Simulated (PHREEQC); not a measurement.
# Buffer (model solution)

A solution holds 0.055 mol/kgw NaH2PO4, 1.1 mol/kgw KOH and 0.023 mol/kgw NaCl, at 25 °C. Closed to the air; pH follows from the charge balance.

Equilibrium calculation in PHREEQC: ion-association model, wateq4f.dat.

```json
{
 "pH": "13.76",
 "ionic_strength": "1.34 mol/kgw",
 "activity_of_water": "0.962",
 "total_alkalinity": "1100 meq/kg"
}
```

```
species  molality  activity   log γ
-------  --------  --------  ------
K+           1.10     0.643  -0.233
OH-         0.990     0.552  -0.253
Na+        0.0780    0.0573  -0.134
PO4-3      0.0547  0.000806  -1.832
Cl-        0.0230    0.0134  -0.233
HPO4-2   0.000203   3.11e-5  -0.814
KHPO4-    6.09e-5   3.90e-5  -0.193
NaHPO4-   5.44e-6   3.48e-6  -0.193
```

Precipitation was switched off in this run. Caution: at this ionic strength the ion-association model is outside its range; a Pitzer model would be the better tool where its parameters exist. H3PO4, which wateq4f.dat lacks, is added to it with the constant of phreeqc.dat.
